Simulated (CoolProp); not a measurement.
A single-stage vapour-compression cycle with c-C4F8 (RC318): evaporating at 306.15 K (dew point), condensing at 345.15 K (bubble point), superheat 8 K, subcooling 5 K, compressor efficiency 0.75, no pressure losses. Each further row changes one setting.

The numbers come from the reference Helmholtz-energy equation of state, Platzer 1990 in CoolProp. This equation is an older, rougher fit; its heat capacities, sound speeds and derivatives of the liquid may be far off and weren't checked against measurements.

```json
[
 {"case": "as stated", "cooling COP": "4.44", "pressure ratio": "2.80", "discharge temperature (K)": "345.1", "refrigerating effect (kJ/kg)": "67.0", "volumetric capacity (kJ/m³)": "2310"},
 {"case": "evaporating temperature 311.15 K", "cooling COP": "5.41", "pressure ratio": "2.41", "discharge temperature (K)": "345.1", "refrigerating effect (kJ/kg)": "70.5", "volumetric capacity (kJ/m³)": "2810"},
 {"case": "condensing temperature 340.15 K", "cooling COP": "5.41", "pressure ratio": "2.49", "discharge temperature (K)": "340.2", "refrigerating effect (kJ/kg)": "73.2", "volumetric capacity (kJ/m³)": "2520"},
 {"case": "subcooling 10 K", "cooling COP": "4.85", "pressure ratio": "2.80", "discharge temperature (K)": "345.1", "refrigerating effect (kJ/kg)": "73.2", "volumetric capacity (kJ/m³)": "2520"},
 {"case": "superheat 18 K", "cooling COP": "4.71", "pressure ratio": "2.80", "discharge temperature (K)": "352.3", "refrigerating effect (kJ/kg)": "75.6", "volumetric capacity (kJ/m³)": "2490"},
 {"case": "compressor efficiency 0.65", "cooling COP": "3.85", "pressure ratio": "2.80", "discharge temperature (K)": "345.3", "refrigerating effect (kJ/kg)": "67.0", "volumetric capacity (kJ/m³)": "2310"}
]
```

The compression ends wet for: as stated; evaporating temperature 311.15 K; condensing temperature 340.15 K; subcooling 10 K.
